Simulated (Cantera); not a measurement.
What does this Cantera script print?

```python
import numpy as np
import cantera as ct

gas_names = """
    H H2 N NH NH2 NH3 N2 N2H2 N2H4 Si SiH SiH2 SiH3 SiH4 SiN Si2 Si2N Si3
""".split()
cond_names = """
    Si(cr) Si(L) Si3N4(a)
""".split()


def load(file, names, dense=False):
    # The tables refer to 1 bar. Condensed volumes are neglected.
    table = {s.name: s for s in ct.Species.list_from_file(file)}
    out = []
    for n in names:
        d = dict(table[n].input_data)
        d["thermo"] = dict(d["thermo"], **{"reference-pressure": 1e5})
        if dense:
            d["equation-of-state"] = {"model": "constant-volume", "density": "1e6 g/cm^3"}
        out.append(ct.Species.from_dict(d))
    return out


gas = ct.Solution(thermo="ideal-gas", species=load("nasa_gas.yaml", gas_names))
cond = {s.name: ct.Solution(thermo="fixed-stoichiometry", species=[s], name=s.name)
        for s in load("nasa_condensed.yaml", cond_names, dense=True)}
atoms = {
    'Si3N4': {'Si': 3, 'N': 4},
    'Si': {'Si': 1},
    'H2': {'H': 2},
}
top_T = {'Si3N4(a)': 2400}  # K; cautious upper limits of use, not melting points


def equilibrate(T, P, feed):
    n = {}
    for name, mol in feed.items():
        for a, k in atoms[name].items():
            n[a] = n.get(a, 0.0) + k * mol
    gas.TPX = T, P, n
    mass = sum(n.values()) * gas.mean_molecular_weight
    gas.equilibrate("TP")
    valid = [c for c in cond.values() if c.min_temp <= T <= top_T.get(c.name, c.max_temp)]
    mix = ct.Mixture([(gas, mass / gas.mean_molecular_weight)] + [(c, 0.0) for c in valid])
    mix.T, mix.P = T, P
    mix.equilibrate("TP", solver="vcs", rtol=1e-11, max_steps=5000)
    return mix


results = []
feed = {'Si3N4': 1, 'Si': 0.0019, 'H2': 2}  # mol
P = 101325  # Pa
for T in [1625, 1725, 1825, 1925, 2025, 2125, 2225]:
    mix = equilibrate(T, P, feed)
    results.append((T, P, feed, dict(zip(mix.species_names, mix.species_moles))))

top = {s: max(r[3][s] / sum(r[3][g] for g in gas_names) for r in results) for s in gas_names}
cols = sorted((s for s in top if top[s] > 0.0001), key=lambda s: -top[s])[:6]
seen = [c for c in cond_names if any(r[3].get(c, 0) > 1e-12 for r in results)]
print("log10 of partial pressures in bar; condensed amounts in mol")
print(f"{'T/K':>10s}" + "".join(f"{s[:9]:>10s}" for s in cols + seen))
for T, P, feed, n in results:
    ng = sum(n[g] for g in gas_names)
    print(f"{T:10.4g}" + "".join(f"{np.log10(max(n[s] / ng * P / 1e5, 1e-99)):10.3f}" for s in cols)
          + "".join(f"{n.get(c, 0):10.4g}" for c in seen))
```

Output:

```
log10 of partial pressures in bar; condensed amounts in mol
       T/K        H2        N2         H        Si      SiH2       SiH    Si(cr)     Si(L)  Si3N4(a)
      1625     0.005    -3.340    -4.149    -6.788    -5.174    -6.486  0.003239         0    0.9995
      1725     0.005    -2.611    -3.729    -5.993    -4.759    -5.836         0  0.009137    0.9976
      1825    -0.000    -1.881    -3.356    -5.342    -4.449    -5.316         0   0.04131    0.9868
      1925    -0.021    -1.229    -3.030    -4.759    -4.187    -4.859         0    0.1874    0.9381
      2025    -0.106    -0.643    -2.768    -4.235    -4.019    -4.481         0    0.8699    0.7105
      2125    -0.297    -0.296    -2.589    -3.760    -3.981    -4.198         0         3         0
      2225    -0.299    -0.297    -2.338    -3.329    -3.774    -3.854         0     2.998         0
```

Method: chemical equilibrium by Gibbs-energy minimisation in Cantera with the NASA 1993 tables (ideal gas, pure condensed phases). Mutual solubility and eutectic melting of coexisting phases are not modelled. The tables' values for SiN are old estimates; treat these amounts as uncertain. Gases not in the tables: Si2H6 and higher silanes.
